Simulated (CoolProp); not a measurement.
Vapour-liquid equilibrium of R142b (1) + R113 (2) at 275.5 K; x and y are mole fractions of (1).

Model: multi-fluid Helmholtz-energy mixture model, Lemmon 2006 and Marx 1992; pair parameters Bell 2016, in CoolProp.

```
x     bubble pressure (MPa)  y at the bubble point  dew pressure at overall composition x (MPa)  liquid density (mol/L)
----  ---------------------  ---------------------  -------------------------------------------  ----------------------
0.05                0.02673                  0.397                                            …                   8.739
0.15                0.04503                  0.674                                      0.01958                   8.973
0.25                0.06147                  0.784                                      0.02196                   9.219
0.35                0.07629                      …                                      0.02499                   9.478
0.45                      …                  0.884                                            …                   9.751
0.55                 0.1024                  0.912                                      0.03450                   10.04
0.65                 0.1144                  0.935                                      0.04253                   10.35
0.75                 0.1263                  0.955                                      0.05527                   10.68
0.85                 0.1384                  0.973                                      0.07800                   11.03
0.95                 0.1511                  0.991                                            …                   11.40
```

Task: What belongs in the gaps?

Result: 
- 0.05, dew pressure at overall composition x (MPa): 0.01766
- 0.35, y at the bubble point: 0.844
- 0.45, bubble pressure (MPa): 0.08981
- 0.45, dew pressure at overall composition x (MPa): 0.02899
- 0.95, dew pressure at overall composition x (MPa): 0.1234

No azeotrope shows between x = 0.05 and 0.95.

The pair parameters rest on a limited set of measurements; away from them the model extrapolates.
